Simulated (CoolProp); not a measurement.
Aqueous ammonia as a coolant, at -12 °C, 1 atm.

The numbers come from the Melinder's fits for secondary coolants in CoolProp.

```csv
mass %,freezing point (°C),Prandtl number,viscosity (mPa s),density (kg/m³),conductivity (W/(m K))
10.3,___,28.3,___,963.0,0.472
13.7,-20.5,30.1,3.23,___,___
17.1,-28.3,32.5,___,943.6,0.437
20.5,-38.1,34.5,3.42,934.6,0.422
24,-51.1,___,3.40,925.7,___
27.4,-67.7,35.9,3.36,917.3,0.399
```

Problem. Some entries are withheld; supply them.

Solution. 
- 10.3, freezing point (°C): -14.1
- 10.3, viscosity (mPa s): 3.15
- 13.7, density (kg/m³): 953.0
- 13.7, conductivity (W/(m K)): 0.455
- 17.1, viscosity (mPa s): 3.35
- 24, Prandtl number: 35.4
- 24, conductivity (W/(m K)): 0.408
